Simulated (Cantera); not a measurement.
Charge: 1 mol B, 4.6 mol O₂, held at 1448.15 K and 170 Pa.

These are equilibrium values from Cantera (NASA tables, ideal gas, pure condensed phases), not measurements of a reactor. Candidate condensed phases: B, B₂O₃; 10 gas species. The numbers say what is thermodynamically allowed, not how fast it happens.

Base state: O₂ 0.995, B₂O₃ 0.00424, BO₂ 0.000510, O 4.73e-5 (mole fractions); condensed: B₂O₃(l).

**Question.** What changes in the equilibrium state with this change: pressure from 170 Pa to 1000 Pa?

**Answer.** 
| species | before | after |
|---|---|---|
| O₂ | 0.995 | 0.999 |
| B₂O₃ | 0.00424 | 0.000722 |
| BO₂ | 0.000510 | 0.000135 |
| O | 4.73e-5 | 1.95e-5 |
| B₂O₃(l), mol | 0.483 | 0.497 |
